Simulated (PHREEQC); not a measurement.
Solution (25 °C): 0.063 mol/kgw HCl, 8.7e-05 mol/kgw ZnSO4 and 0.0011 mol/kgw KCl. Closed to the air; pH follows from the charge balance.

The numbers come from PHREEQC with the ion-association model, wateq4f.dat.

Precipitation was switched off in this run.

Q: Order these Zn species by the share of Zn that they hold, largest first: ZnCl2, Zn+2, ZnCl+.

A: Zn+2 (92 %), ZnCl+ (7.2 %), ZnCl2 (0.30 %)

The pH is 1.27 and the ionic strength 0.0643 mol/kgw.
